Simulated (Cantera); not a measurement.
Cantera run, input and output.

```python
import numpy as np
import cantera as ct

gas = ct.Solution("gri30.yaml")
gas.TPX = 1648, 1000000, {'H2': 1, 'O2': 0.893, 'N2': 3.36}
reactor = ct.IdealGasReactor(gas, energy="on", clone=False)
net = ct.ReactorNet([reactor])
net.rtol, net.atol = 1e-08, 1e-16
show = ['H2', 'O2', 'NO', 'H2O', 'N2O', 'H2O2', 'OH']
times = np.geomspace(2e-06, 3, 14)

steps = ct.SolutionArray(gas, extra=["t"])
rows = []
print(f"{'t/s':>10s}{'T/K':>9s}{'P/Pa':>11s}" + "".join(f"{s:>11s}" for s in show))
for t in times:
    while net.time < t:
        t_next = net.step()
        steps.append(gas.state, t=t_next)
    rows.append([np.interp(t, steps.t, y) for y in (steps.T, steps.P, *steps(*show).X.T)])
    print(f"{t:10.3e}{rows[-1][0]:9.1f}{rows[-1][1]:11.4g}" + "".join(f"{x:11.3e}" for x in rows[-1][2:]))
rate = np.gradient(steps.T, steps.t)
print("integrator steps:", len(steps.t))
if steps.T.max() > steps.T[0] + 200:
    print(f"time of steepest temperature rise: {steps.t[rate.argmax()]:.4e} s")
gas.TPX = 1648, 1000000, {'H2': 1, 'O2': 0.893, 'N2': 3.36}
gas.equilibrate("UV")
print(f"equilibrium (UV): T = {gas.T:.1f} K  " + "  ".join(f"{s} {gas[s].X[0]:.3e}" for s in show))
```

Output:

```
       t/s      T/K       P/Pa         H2         O2         NO        H2O        N2O       H2O2         OH
 2.000e-06   2898.9  1.627e+06  9.958e-03  7.455e-02  2.592e-04  1.783e-01  3.321e-06  2.610e-06  2.974e-02
 5.972e-06   2981.4  1.664e+06  7.041e-03  7.474e-02  1.280e-03  1.851e-01  4.564e-06  3.476e-06  2.658e-02
 1.783e-05   2977.1  1.661e+06  7.011e-03  7.348e-02  4.102e-03  1.854e-01  4.553e-06  3.426e-06  2.624e-02
 5.325e-05   2966.8  1.654e+06  6.943e-03  7.052e-02  1.074e-02  1.860e-01  4.605e-06  3.308e-06  2.546e-02
 1.590e-04   2952.4  1.645e+06  6.852e-03  6.643e-02  1.988e-02  1.868e-01  4.834e-06  3.146e-06  2.438e-02
 4.747e-04   2947.2  1.642e+06  6.820e-03  6.495e-02  2.320e-02  1.871e-01  4.957e-06  3.087e-06  2.399e-02
 1.418e-03   2947.1  1.642e+06  6.819e-03  6.492e-02  2.326e-02  1.872e-01  4.960e-06  3.086e-06  2.398e-02
 4.233e-03   2947.1  1.642e+06  6.819e-03  6.492e-02  2.326e-02  1.872e-01  4.960e-06  3.086e-06  2.398e-02
 1.264e-02   2947.1  1.642e+06  6.819e-03  6.492e-02  2.326e-02  1.872e-01  4.960e-06  3.086e-06  2.398e-02
 3.774e-02   2947.1  1.642e+06  6.819e-03  6.492e-02  2.326e-02  1.872e-01  4.960e-06  3.086e-06  2.398e-02
 1.127e-01   2947.1  1.642e+06  6.819e-03  6.492e-02  2.326e-02  1.872e-01  4.960e-06  3.086e-06  2.398e-02
 3.365e-01   2947.1  1.642e+06  6.819e-03  6.492e-02  2.326e-02  1.872e-01  4.960e-06  3.086e-06  2.398e-02
 1.005e+00   2947.1  1.642e+06  6.819e-03  6.492e-02  2.326e-02  1.872e-01  4.960e-06  3.086e-06  2.398e-02
 3.000e+00   2947.1  1.642e+06  6.819e-03  6.492e-02  2.326e-02  1.872e-01  4.960e-06  3.086e-06  2.398e-02
integrator steps: 1172
time of steepest temperature rise: 9.3472e-07 s
equilibrium (UV): T = 2947.1 K  H2 6.819e-03  O2 6.492e-02  NO 2.326e-02  H2O 1.872e-01  N2O 4.960e-06  H2O2 3.086e-06  OH 2.398e-02
```

Cantera simulation using GRI-Mech 3.0 (53 species, 325 reactions); the numbers are that mechanism's predictions, not measurements. The hydrogen kinetics of GRI-Mech 3.0 are dated; newer H2 mechanisms differ, most at raised pressure.
